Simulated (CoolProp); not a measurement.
A single-stage vapour-compression cycle with R1224YDZ: evaporating at 316.15 K (dew point), condensing at 350.15 K (bubble point), superheat 0 K, subcooling 2 K, compressor efficiency 0.6, no pressure losses. Each further row changes one setting.

The numbers come from the reference Helmholtz-energy equation of state, Akasaka 2023 in CoolProp.

| case | cooling COP | pressure ratio | discharge temperature (K) | refrigerating effect (kJ/kg) | volumetric capacity (kJ/m³) |
|---|---|---|---|---|---|
| as stated | 4.67 | 2.55 | 353.3 | 116 | 1930 |
| evaporating temperature 321.15 K | 5.70 | 2.19 | 352.6 | 119 | 2300 |
| condensing temperature 345.15 K | 5.66 | 2.25 | 348.2 | 122 | 2030 |
| subcooling 7 K | 4.92 | 2.55 | 353.3 | 122 | 2030 |
| superheat 10 K | 4.76 | 2.55 | 363.5 | 125 | 1980 |
| compressor efficiency 0.5 | 3.89 | 2.55 | 358.3 | 116 | 1930 |
